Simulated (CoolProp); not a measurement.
Computed with CoolProp (reference Helmholtz-energy equation of state, de Reuck 1993).

Task: For methanol, give the phase and the cv (kJ/(kg K)), viscosity (µPa s) at 94.85 °C and 71.5 bar; -91.05 °C and 25.2 bar; 183.55 °C and 0.378 bar.

Result: 
- 94.85 °C and 71.5 bar: liquid; cv 2.53, viscosity 247
- -91.05 °C and 25.2 bar: liquid; cv 1.77, viscosity 9660
- 183.55 °C and 0.378 bar: gas; cv 1.50, viscosity 14.9

Viscosity comes from a separate model (Xiang 2006).
